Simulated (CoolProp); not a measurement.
Vapour-liquid equilibrium of isobutene (1) + n-butane (2) at 2.91 kPa; x and y are mole fractions of (1).

The numbers come from the multi-fluid Helmholtz-energy mixture model, Lemmon 2005 and Bücker 2006; pair parameters Bell 2016 in CoolProp.

```json
[
 {"x": "0.05", "bubble temperature (°C)": "-68.1", "y at the bubble point": "0.074", "dew temperature at overall composition x (°C)": "-68.0", "liquid density (mol/L)": "…"},
 {"x": "0.125", "bubble temperature (°C)": "-68.6", "y at the bubble point": "0.176", "dew temperature at overall composition x (°C)": "-68.4", "liquid density (mol/L)": "11.62"},
 {"x": "0.2", "bubble temperature (°C)": "-69.1", "y at the bubble point": "0.269", "dew temperature at overall composition x (°C)": "-68.7", "liquid density (mol/L)": "11.68"},
 {"x": "0.275", "bubble temperature (°C)": "-69.5", "y at the bubble point": "0.355", "dew temperature at overall composition x (°C)": "-69.1", "liquid density (mol/L)": "11.75"},
 {"x": "0.35", "bubble temperature (°C)": "-69.8", "y at the bubble point": "0.434", "dew temperature at overall composition x (°C)": "-69.4", "liquid density (mol/L)": "11.81"},
 {"x": "0.425", "bubble temperature (°C)": "-70.2", "y at the bubble point": "0.510", "dew temperature at overall composition x (°C)": "-69.8", "liquid density (mol/L)": "…"},
 {"x": "0.5", "bubble temperature (°C)": "-70.5", "y at the bubble point": "0.581", "dew temperature at overall composition x (°C)": "-70.1", "liquid density (mol/L)": "11.95"},
 {"x": "0.575", "bubble temperature (°C)": "-70.8", "y at the bubble point": "0.650", "dew temperature at overall composition x (°C)": "-70.5", "liquid density (mol/L)": "12.02"},
 {"x": "0.65", "bubble temperature (°C)": "-71.1", "y at the bubble point": "0.716", "dew temperature at overall composition x (°C)": "-70.8", "liquid density (mol/L)": "…"},
 {"x": "0.725", "bubble temperature (°C)": "-71.4", "y at the bubble point": "0.780", "dew temperature at overall composition x (°C)": "-71.1", "liquid density (mol/L)": "12.15"},
 {"x": "0.8", "bubble temperature (°C)": "-71.6", "y at the bubble point": "0.842", "dew temperature at overall composition x (°C)": "…", "liquid density (mol/L)": "12.22"},
 {"x": "0.875", "bubble temperature (°C)": "-71.9", "y at the bubble point": "0.902", "dew temperature at overall composition x (°C)": "-71.8", "liquid density (mol/L)": "12.29"},
 {"x": "0.95", "bubble temperature (°C)": "-72.1", "y at the bubble point": "0.961", "dew temperature at overall composition x (°C)": "-72.1", "liquid density (mol/L)": "12.37"}
]
```

Problem. Complete the blanks.

Solution. 
- 0.05, liquid density (mol/L): 11.55
- 0.425, liquid density (mol/L): 11.88
- 0.65, liquid density (mol/L): 12.08
- 0.8, dew temperature at overall composition x (°C): -71.5

No azeotrope shows between x = 0.05 and 0.95.

The pair parameters rest on a limited set of measurements; away from them the model extrapolates.
